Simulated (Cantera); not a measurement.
An adiabatic, constant-volume homogeneous reactor starts with C2H4 : O2 : N2 : H2O = 1 : 4.35 : 16.3 : 0.47 (molar parts), at 975 K and 1.00 bar.

Model: GRI-Mech 3.0 (53 species, 325 reactions), integrated in Cantera. GRI-Mech 3.0 was tuned for natural gas; its chemistry of ethylene as a main component is partial and can be far from experiment. Below about 1000 K GRI-Mech 3.0 lacks low-temperature oxidation paths.

Question: Predict: time of steepest temperature rise; temperature at 0.700 s; equilibrium temperature; x(O2) at 0.700 s; x(H2O) at 0.700 s; x(O) at 0.700 s; x(H2) at 0.700 s; x(H) at 0.700 s.

Answer: 
- time of steepest temperature rise: 0.223 s
- temperature at 0.700 s: 2626 K
- equilibrium temperature: 2626 K
- x(O2) at 0.700 s: 0.0567 (gas-phase equilibrium 0.0567)
- x(H2O) at 0.700 s: 0.101 (gas-phase equilibrium 0.101)
- x(O) at 0.700 s: 0.00380 (gas-phase equilibrium 0.00380)
- x(H2) at 0.700 s: 0.00274 (gas-phase equilibrium 0.00274)
- x(H) at 0.700 s: 0.00136 (gas-phase equilibrium 0.00136)
